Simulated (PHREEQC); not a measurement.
# Brine

Consider water at 25 °C with 1.1 mol/kgw NaCl, 0.07 mol/kgw NaHCO3 and 0.024 mol/kgw HCl. Closed to the air; pH follows from the charge balance.

Equilibrium calculation in PHREEQC: Pitzer model, pitzer.dat.

No solid was allowed to form.

Problem. Estimate the pH, osmotic coefficient, activity of water.

Solution. pH 6.29; osmotic coefficient 0.941; activity of water 0.961.

Problem. In which forms is C present?

Solution. HCO3- 66 %, CO2 34 % of the C.

In brines, pH and single-ion activities rest on the MacInnes convention.
